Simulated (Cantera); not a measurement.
Source: NASA polynomial tables (part measured, part estimated), evaluated in Cantera. Values are per mole of reaction as written; species without (g) are pure solids or liquids, kept so even where they would boil at 1 bar. VN: taken at fixed stoichiometry.

VN + 4 O(g) = NO2(g) + VO2(g)

| T (K) | ΔH° (kJ) | ΔS° (J/K) | ΔG° (kJ) | log10 K |
|---|---|---|---|---|
| 648 | -991.4 | -206.5 | -857.6 | 69.13 |
| 798 | -996.2 | -213.1 | -826.1 | 54.07 |
| 948 | -1000.6 | -218.2 | -793.8 | 43.74 |
| 1098 | ? | ? | ? | ? |
| 1248 | ? | ? | ? | ? |
| 1398 | -1013.5 | -229.3 | -692.9 | 25.89 |
| 1548 | -1017.9 | -232.3 | -658.3 | 22.21 |
| 1698 | -1022.4 | -235.0 | -623.2 | 19.17 |
| 1848 | -1026.9 | -237.6 | -587.8 | 16.61 |

Problem. Fill in the missing entries.

Solution. 
- 1098, ΔH° (kJ): -1004.9
- 1098, ΔS° (J/K): -222.4
- 1098, ΔG° (kJ): -760.7
- 1098, log10 K: 36.19
- 1248, ΔH° (kJ): -1009.2
- 1248, ΔS° (J/K): -226.0
- 1248, ΔG° (kJ): -727.1
- 1248, log10 K: 30.43
